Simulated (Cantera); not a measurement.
A perfectly stirred reactor is fed with CH4 : H2 : O2 : N2 = 1 : 1.2 : 3.56 : 9.62 (molar parts), equivalence ratio 0.73, at 5.00 bar; it is adiabatic with a 550 K inlet, and is followed from long to short residence time, starting on the burning branch (τ in s: 0.032, 0.015, 0.0067, 0.0031, 0.0014, 0.00064, 0.00029, 0.00013, 6.1e-05, 2.8e-05, 1.3e-05, 5.8e-06).

Cantera simulation using GRI-Mech 3.0 (53 species, 325 reactions); the numbers are that mechanism's predictions, not measurements.

x: mole fraction; the columns are a selection and need not sum to one.

| τ (s) | T (K) | x CH4 | x H2 | x O2 | x N2O | x C2H |
|---|---|---|---|---|---|---|
| 0.032 | 2393 | 7.83e-7 | 0.00135 | 0.0612 | 1.03e-6 | <1e-12 |
| 0.015 | 2395 | (withheld) | 0.00138 | 0.0620 | 1.03e-6 | <1e-12 |
| 0.0067 | 2397 | 3.54e-6 | 0.00144 | 0.0629 | 1.04e-6 | 1.23e-12 |
| 0.0031 | 2395 | 7.33e-6 | 0.00155 | 0.0636 | 1.05e-6 | 5.13e-12 |
| 0.0014 | 2389 | 1.52e-5 | 0.00176 | 0.0642 | 1.08e-6 | 2.05e-11 |
| 0.00064 | 2376 | 2.97e-5 | 0.00218 | 0.0648 | 1.13e-6 | 6.92e-11 |
| 0.00029 | 2350 | 5.57e-5 | 0.00295 | 0.0657 | 1.17e-6 | 1.92e-10 |
| 0.00013 | 2307 | (withheld) | (withheld) | 0.0671 | 1.14e-6 | 4.44e-10 |
| 6.1e-5 | 2249 | 0.000180 | 0.00600 | 0.0691 | 1.04e-6 | 8.74e-10 |
| 2.8e-5 | 2170 | 0.000340 | 0.00837 | 0.0723 | 8.99e-7 | 1.71e-9 |
| 1.3e-5 | 2070 | 0.000705 | 0.0114 | 0.0776 | 7.39e-7 | 3.56e-9 |
| 5.8e-6 | 1928 | 0.00200 | 0.0167 | 0.0892 | 5.20e-7 | 1.00e-8 |

Complete the blanks.


- 0.015, x CH4: 1.63e-6
- 0.00013, x CH4: 0.000102
- 0.00013, x H2: 0.00424
